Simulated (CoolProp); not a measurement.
C2F6 (R116) along the isotherm 151.85 °C: Z from the reference equation and from simpler models built on Tc = 19.9 °C, pc = 3.048 MPa, ω = 0.257; each cubic takes its own stable root.

Values from CoolProp's reference Helmholtz-energy equation of state, Lemmon 2006. It is a short technical equation, of lower accuracy than the large ones.

```
p (MPa)          phase  reference  Pitzer virial  Soave-Redlich-Kwong  Peng-Robinson
-------  -------------  ---------  -------------  -------------------  -------------
0.352              gas     0.9905         0.9902               0.9911         0.9883
0.703              gas     0.9811         0.9804               0.9824         0.9770
1.05               gas     0.9720         0.9707               0.9740         0.9660
1.41               gas     0.9627         0.9606               0.9655            [?]
1.76               gas     0.9538         0.9509               0.9575            [?]
2.11               gas     0.9451         0.9411               0.9497         0.9344
2.46               gas     0.9366            [?]               0.9421         0.9246
2.81               gas     0.9282         0.9216               0.9348            [?]
3.16     supercritical     0.9201         0.9118               0.9278            [?]
3.52     supercritical     0.9119         0.9018               0.9209         0.8974
3.87     supercritical     0.9043         0.8920               0.9145         0.8892
4.22     supercritical     0.8969         0.8822               0.9085         0.8815
4.57     supercritical     0.8897         0.8724               0.9028         0.8742
```

Some entries are withheld; supply them.


- 1.41, Peng-Robinson: 0.9549
- 1.76, Peng-Robinson: 0.9445
- 2.46, Pitzer virial: 0.9313
- 2.81, Peng-Robinson: 0.9152
- 3.16, Peng-Robinson: 0.9062
